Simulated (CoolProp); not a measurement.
Ethylene at several states: fugacity coefficient from the reference equation and from simpler models built on Tc = 282.4 K, pc = 50.42 bar, ω = 0.087; each cubic takes its own stable root.

Values from CoolProp's reference Helmholtz-energy equation of state, Smukala 2000.

```csv
T (K),p (bar),phase,reference
209,3.52,gas,0.9417
118.8,14.9,liquid,0.0008388
169.4,0.327,gas,0.9897
380.1,0.149,gas,0.9996
131.9,35.2,liquid,0.001768
259.7,1.1,gas,0.9905
```

Problem. How far does each simpler model (van der Waals, Redlich-Kwong, Soave-Redlich-Kwong, Peng-Robinson) lie from the reference over these 6 states: mean and median of the absolute difference, and the worst?

Solution. 
- van der Waals: mean 820.4 %, median 1.1 %, worst +3329.9 % at 118.8 K and 14.9 bar
- Redlich-Kwong: mean 9.9 %, median 0.2 %, worst -37.4 % at 118.8 K and 14.9 bar
- Soave-Redlich-Kwong: mean 0.2 %, median 0.2 %, worst -0.7 % at 131.9 K and 35.2 bar
- Peng-Robinson: mean 3.7 %, median 0.1 %, worst +14.2 % at 118.8 K and 14.9 bar
